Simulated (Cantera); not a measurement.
An isothermal, constant-pressure homogeneous reactor starts with CH4 : N2 = 1 : 2.7 (molar parts), at 1623 K and 60.8 Torr. Integrator tolerance rtol = 1e-08.

Detailed kinetics in Cantera: GRI-Mech 3.0 (53 species, 325 reactions). GRI-Mech 3.0 stops at C3 and has no aromatics, soot or wall deposition, so with more carbon than oxygen in the feed, carbon stays in small species such as C2H2 where larger ones or solid carbon would form.

| quantity | before | after |
|---|---|---|
| x(CH4) at 300 s | 0.00117 (gas-phase equilibrium 0.000871) | 0.000115 (gas-phase equilibrium 1.03e-5) |
| x(H) at 300 s | 0.000138 (gas-phase equilibrium 0.000138) | 0.00127 (gas-phase equilibrium 0.00127) |
| x(CH2) at 300 s | 4.29e-9 (gas-phase equilibrium 3.18e-9) | 3.52e-8 (gas-phase equilibrium 3.19e-9) |
| x(C2H) at 300 s | 1.74e-7 (gas-phase equilibrium 9.56e-8) | 1.60e-6 (gas-phase equilibrium 8.87e-7) |
| x(HCN) at 300 s | 5.31e-6 (gas-phase equilibrium 0.0956) | 1.54e-5 (gas-phase equilibrium 0.0958) |
| x(C2H2) at 300 s | 0.106 (gas-phase equilibrium 0.0581) | 0.106 (gas-phase equilibrium 0.0584) |
| x(H2) at 300 s | 0.317 (gas-phase equilibrium 0.318) | 0.318 (gas-phase equilibrium 0.318) |

Which change was made?
A) pressure from 60.8 Torr to 0.713 Torr
B) pressure from 60.8 Torr to 18.0 Torr
C) temperature 1623 to 1200 K
D) N2 2.7 to 9.8 parts

A, pressure from 60.8 Torr to 0.713 Torr
